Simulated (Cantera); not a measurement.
**Equilibrium for silicon epitaxy and polysilicon growth: SiHCl₃ + HCl + H₂**

Feed: 1 mol SiHCl₃, 0.13 mol HCl, 42 mol H₂, held at 1423 K.

Equilibrium computed with Cantera from the NASA thermochemical tables; the gas is ideal and each condensed phase is pure. Candidate condensed phases: Si; 19 gas species. The tables' values for SiCl₃ are old estimates; treat these amounts as uncertain. Rates play no part.

From 1.00 mbar to 2.00 bar the condensed part is Si(s). The main Si-bearing gas is SiCl₂ throughout. The share of Si in condensed phases is highest at 1.00 mbar (60.2 %) and lowest at 2.00 bar (49.4 %).

```csv
P (Pa),log p H₂,log p HCl,log p SiCl₂,log p SiHCl₃,log p SiCl₄,log p SiCl₃,log p SiH₂Cl₂,log p H,n Si(s)
100,-3.03,-4.28,-5.05,-8.59,-8.73,-7.19,-9.27,-6.69,0.602
300,-2.55,-3.80,-4.57,-7.64,-7.78,-6.47,-8.32,-6.45,0.601
880,-2.08,-3.34,-4.11,-6.71,-6.85,-5.78,-7.38,-6.22,0.599
2600,-1.61,-2.87,-3.64,-5.78,-5.92,-5.08,-6.45,-5.98,0.595
7700,-1.14,-2.40,-3.19,-4.85,-5.01,-4.40,-5.52,-5.75,0.588
23000,-0.66,-1.94,-2.74,-3.95,-4.11,-3.73,-4.60,-5.51,0.574
68000,-0.19,-1.50,-2.33,-3.09,-3.29,-3.11,-3.71,-5.27,0.545
200000,0.28,-1.08,-1.96,-2.30,-2.55,-2.55,-2.87,-5.04,0.494
```
log p: log10 of the partial pressure in bar; n: condensed amount in mol.
